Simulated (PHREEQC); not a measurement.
A solution holds 0.0154 mol LiOH, 0.00124 mol H3BO3 and 0.00104 mol Na2CO3 per kg of water, at 25 °C. Closed to the air; pH follows from the charge balance.

All values are PHREEQC results (ion-association model, phreeqc.dat), not measurements.

No solid was allowed to form.

**Question.** Predict the pH.

**Answer.** pH 12.09.

**Question.** In which forms is Na present?

**Answer.** Na+ 99 %, NaCO3- 1.1 % of the Na.

Species that the database lacks are ignored.
